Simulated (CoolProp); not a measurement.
Vapour-liquid equilibrium of carbon dioxide (1) + R142b (2) at 255.4 K; x and y are mole fractions of (1).

Computed with CoolProp (multi-fluid Helmholtz-energy mixture model, Span 1996 and Lemmon 2006; pair parameters Bell 2016).

Give the bubble pressure and the first vapour's composition at x = 0.15, 0.65, 0.95. Is there an azeotrope?

x = 0.15: 3.326 bar, y = 0.807; x = 0.65: 13.50 bar, y = 0.972; x = 0.95: 19.84 bar, y = 0.996. No azeotrope shows between x = 0.05 and 0.95.

The pair parameters rest on a limited set of measurements; away from them the model extrapolates.
